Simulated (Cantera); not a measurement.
A closed system holds: 1 mol C3H8, 0.37 mol H2O, equilibrated at 180 Pa.

These are equilibrium values from Cantera (NASA tables, ideal gas, pure condensed phases), not measurements of a reactor. Candidate condensed phases: C, C6H6, C7H8, C8H18, H2O; 110 gas species. The numbers say what is thermodynamically allowed, not how fast it happens.

log p: log10 of the partial pressure in bar; n: condensed amount in mol.

```
T (K)  log p H2  log p CO  log p H2O  log p CH4  log p CO2  n C(graphite)
-----  --------  --------  ---------  ---------  ---------  -------------
823       -2.78     -3.87      -5.52          ?      -6.05           2.63
873       -2.78     -3.86      -6.01          ?      -6.66           2.63
923       -2.78     -3.85      -6.44          ?      -7.21           2.63
973       -2.78     -3.85      -6.84          ?      -7.70           2.63
1023      -2.78     -3.85      -7.20          ?      -8.15           2.63
1073      -2.78     -3.85      -7.52          ?      -8.56           2.63
1123      -2.78     -3.85      -7.81          ?      -8.92           2.63
1173      -2.78     -3.85      -8.08          ?      -9.26           2.63
1223      -2.78     -3.85      -8.33          ?      -9.57           2.63
```

Problem. What belongs in the gaps?

Solution. 
- 823, log p CH4: -5.59
- 873, log p CH4: -5.91
- 923, log p CH4: -6.19
- 973, log p CH4: -6.45
- 1023, log p CH4: -6.68
- 1073, log p CH4: -6.90
- 1123, log p CH4: -7.09
- 1173, log p CH4: -7.27
- 1223, log p CH4: -7.44
